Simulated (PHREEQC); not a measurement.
Consider water at 20 °C with 0.013 mol/kgw NaHSO4 and 0.125 mol/kgw KOH. Closed to the air; pH follows from the charge balance.

Model: Pitzer model, pitzer.dat, run in PHREEQC.

### Question
The ionic strength comes out as 0.151 mol/kgw. What activity coefficients do SO4-2, K+, OH-, Na+ get?

### Answer
SO4-2 0.26, K+ 0.75, OH- 0.77, Na+ 0.73. Single-ion values are on the MacInnes scale.

This is a speciation only: nothing precipitates in the calculation.
